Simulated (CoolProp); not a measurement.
Model: reference Helmholtz-energy equation of state, Pan 2012, in CoolProp.

**Question.** Give the vapour pressure (kPa), liquid density (kg/m³), vapour density (kg/m³) of saturated R236FA at 288.7, 341.4, 383.6 K.

**Answer.** 
```json
[
 {"T (K)": "288.7", "p (kPa)": "196", "liquid density (kg/m³)": "1390", "vapour density (kg/m³)": "13.4"},
 {"T (K)": "341.4", "p (kPa)": "941", "liquid density (kg/m³)": "1190", "vapour density (kg/m³)": "64.8"},
 {"T (K)": "383.6", "p (kPa)": "2400", "liquid density (kg/m³)": "929", "vapour density (kg/m³)": "212"}
]
```
